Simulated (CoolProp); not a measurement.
Vapour-liquid equilibrium of propane (1) + neopentane (2) at 0.642 MPa; x and y are mole fractions of (1).

Computed with CoolProp (multi-fluid Helmholtz-energy mixture model, Lemmon 2009 and Lemmon 2006; pair parameters Bell 2016).

| x | bubble temperature, mixture model (K) | bubble temperature, Raoult's law (K) | y, mixture model | y, Raoult's law |
|---|---|---|---|---|
| 0.05 | 343.7 | 340.2 | 0.108 | 0.190 |
| 0.2 | 334.2 | 324.1 | 0.380 | 0.545 |
| 0.35 | 324.6 | 312.4 | 0.601 | 0.733 |
| 0.5 | 314.3 | 303.3 | 0.775 | 0.843 |
| 0.65 | 303.7 | 296.0 | 0.895 | 0.913 |
| 0.8 | 293.6 | 290.0 | 0.964 | 0.959 |
| 0.95 | 285.5 | 285.0 | 0.995 | 0.991 |

The largest gap from Raoult's law is +12.2 K in bubble temperature, at x = 0.35. No azeotrope shows between x = 0.05 and 0.95.

The pair parameters rest on a limited set of measurements; away from them the model extrapolates.
